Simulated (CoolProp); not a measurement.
Vapour-liquid equilibrium of dimethyl carbonate (1) + n-heptane (2) at 0.896 MPa; x and y are mole fractions of (1).

Model: multi-fluid Helmholtz-energy mixture model, Zhou 2011 and Span 2003; pair parameters Bell 2016, in CoolProp.

| x | bubble temperature, mixture model (K) | bubble temperature, Raoult's law (K) | y, mixture model | y, Raoult's law |
|---|---|---|---|---|
| 0.05 | 463.0 | 466.9 | 0.108 | 0.067 |
| 0.125 | 457.2 | 465.4 | 0.237 | 0.164 |
| 0.2 | 452.9 | 464.0 | 0.336 | 0.255 |
| 0.275 | 449.7 | 462.6 | 0.413 | 0.341 |
| 0.35 | 447.5 | 461.2 | 0.474 | 0.424 |
| 0.425 | 445.9 | 459.9 | 0.526 | 0.502 |
| 0.5 | 444.9 | 458.6 | 0.571 | 0.577 |
| 0.575 | 444.3 | 457.4 | 0.613 | 0.648 |
| 0.65 | 444.0 | 456.2 | 0.655 | 0.717 |
| 0.725 | 444.2 | 455.1 | 0.700 | 0.782 |
| 0.8 | 444.8 | 454.0 | 0.753 | 0.845 |
| 0.875 | 446.1 | 452.9 | 0.820 | 0.905 |
| 0.95 | 448.6 | 451.8 | 0.914 | 0.963 |

The largest gap from Raoult's law is -14.0 K in bubble temperature, at x = 0.425. y crosses x between x = 0.65 and 0.725: the model has an azeotrope there.

Pair parameters are fitted to limited data, so mixtures are less certain than the pure fluids.
